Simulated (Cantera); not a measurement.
Input: 1 mol CuO, 4.3 mol CH4, 1.8 mol N2, equilibrated at 2575 K and 0.00290 bar.

Cantera equilibrium calculation (NASA polynomials, part measured and part estimated; ideal gas, pure solids and liquids). Candidate condensed phases: C, C6H6, C7H8, C8H18, Cu, CuO, Cu(OH)2, Cu2O, H2O; 139 gas species. Kinetics and transport are ignored.

Base state: H 0.383, H2 0.354, N2 0.107, CO 0.0651, Cu 0.0651, HCN 0.0165, C2H2 (acetylene) 0.00520, HNC 0.00211 (mole fractions); condensed: C(graphite).

### Question
What changes in the equilibrium state with this change: temperature from 2575 K to 1900 K?

### Answer
```csv
species,before,after
H2,0.354,0.681
N2,0.107,0.143
CO,0.0651,0.0802
H,0.383,0.0122
HCN,0.0165,0.00304
Cu,0.0651,0.0801
C3,0.000532,<1e-9
C,0.000156,1.09e-9
C2,4.97e-5,<1e-9
"C(graphite), mol",2.79,3.25
```
